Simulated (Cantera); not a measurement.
An isothermal, constant-pressure homogeneous reactor starts with CH4 : H2 : CO2 = 0.014 : 1 : 0.0063 (molar parts), at 1298 K and 12000 Pa. Integrator tolerance rtol = 1e-08.

Cantera simulation using GRI-Mech 3.0 (53 species, 325 reactions); the numbers are that mechanism's predictions, not measurements. GRI-Mech 3.0 stops at C3 and has no aromatics, soot or wall deposition, so with more carbon than oxygen in the feed, carbon stays in small species such as C2H2 where larger ones or solid carbon would form.

Question: What does this change do: temperature 1298 to 2225 K?

Answer: 
```json
[
 {"quantity": "x(CH4) at 7.00 s", "before": "0.0137 (gas-phase equilibrium 0.00736)", "after": "3.14e-5 (gas-phase equilibrium 3.15e-5)"},
 {"quantity": "x(H2) at 7.00 s", "before": "0.979 (gas-phase equilibrium 0.980)", "after": "0.966 (gas-phase equilibrium 0.966)"},
 {"quantity": "x(CO2) at 7.00 s", "before": "0.00529 (gas-phase equilibrium 1.15e-8)", "after": "1.47e-10 (gas-phase equilibrium 1.48e-10)"},
 {"quantity": "x(C2H) at 7.00 s", "before": "<1e-12 (gas-phase equilibrium <1e-12)", "after": "2.58e-6 (gas-phase equilibrium 2.58e-6)"},
 {"quantity": "x(HO2) at 7.00 s", "before": "<1e-12 (gas-phase equilibrium <1e-12)", "after": "<1e-12 (gas-phase equilibrium <1e-12)"},
 {"quantity": "x(C2H2) at 7.00 s", "before": "4.18e-6 (gas-phase equilibrium 3.60e-5)", "after": "0.00364 (gas-phase equilibrium 0.00364)"},
 {"quantity": "x(H2O) at 7.00 s", "before": "0.000883 (gas-phase equilibrium 1.62e-6)", "after": "6.34e-8 (gas-phase equilibrium 6.38e-8)"}
]
```

Question: What does this change do: temperature 1298 to 2123 K?

Answer: 
```json
[
 {"quantity": "x(CH4) at 7.00 s", "before": "0.0137 (gas-phase equilibrium 0.00736)", "after": "5.32e-5 (gas-phase equilibrium 5.32e-5)"},
 {"quantity": "x(H2) at 7.00 s", "before": "0.979 (gas-phase equilibrium 0.980)", "after": "0.974 (gas-phase equilibrium 0.974)"},
 {"quantity": "x(CO2) at 7.00 s", "before": "0.00529 (gas-phase equilibrium 1.15e-8)", "after": "1.68e-10 (gas-phase equilibrium 1.69e-10)"},
 {"quantity": "x(C2H) at 7.00 s", "before": "<1e-12 (gas-phase equilibrium <1e-12)", "after": "1.07e-6 (gas-phase equilibrium 1.07e-6)"},
 {"quantity": "x(HO2) at 7.00 s", "before": "<1e-12 (gas-phase equilibrium <1e-12)", "after": "<1e-12 (gas-phase equilibrium <1e-12)"},
 {"quantity": "x(C2H2) at 7.00 s", "before": "4.18e-6 (gas-phase equilibrium 3.60e-5)", "after": "0.00365 (gas-phase equilibrium 0.00365)"},
 {"quantity": "x(H2O) at 7.00 s", "before": "0.000883 (gas-phase equilibrium 1.62e-6)", "after": "6.81e-8 (gas-phase equilibrium 6.85e-8)"}
]
```
